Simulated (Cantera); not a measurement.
A closed system holds: 1 mol PbO, 1.5 mol H2O, 0.11 mol N2, held at 10.0 Torr.

Equilibrium computed with Cantera from the NASA thermochemical tables; the gas is ideal and each condensed phase is pure. Candidate condensed phases: H2O, Pb, PbO, PbO2, Pb3O4; 27 gas species. Gases not in the tables: (PbO)n polymers. Rates play no part. All values below are at 1473 K.

Base state: H2O 0.557, PbO 0.309, Pb 0.0623, N2 0.0408, O2 0.0311, OH 0.000265, NO 9.36e-5, H2 3.58e-5 (mole fractions); condensed: gas only.

What changes in the equilibrium state with this change: pressure from 10.0 Torr to 33.8 Torr?


```json
[
 {"species": "H2O", "before": "0.557", "after": "0.769"},
 {"species": "PbO", "before": "0.309", "after": "0.138"},
 {"species": "N2", "before": "0.0408", "after": "0.0564"},
 {"species": "Pb", "before": "0.0623", "after": "0.0243"},
 {"species": "O2", "before": "0.0311", "after": "0.0121"},
 {"species": "OH", "before": "0.000265", "after": "0.000182"},
 {"species": "NO", "before": "9.36e-5", "after": "6.87e-5"},
 {"species": "H2", "before": "3.58e-5", "after": "4.32e-5"},
 {"species": "PbO(l), mol", "before": "0", "after": "0.683"}
]
```
